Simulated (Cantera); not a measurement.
An isothermal, constant-pressure homogeneous reactor starts with 69.4 % CH4, 30.6 % H2O, at 1775 K and 9.87 atm.

Detailed kinetics in Cantera: GRI-Mech 3.0 (53 species, 325 reactions). GRI-Mech 3.0 stops at C3 and has no aromatics, soot or wall deposition, so with more carbon than oxygen in the feed, carbon stays in small species such as C2H2 where larger ones or solid carbon would form.

One state of this run: x CH4 = 0.182; x H2O = 0.209; x CH2CO = 4.71e-5; x CO2 = 0.000233; x CO = 0.00571; x H = 5.61e-5. x: mole fraction; the columns are a selection and need not sum to one.

**Question.** Which value of t (s) does it belong to?
(A) 0.221
(B) 0.00205
(C) 0.0464
(D) 4.00e-6

**Answer.** B, 0.00205
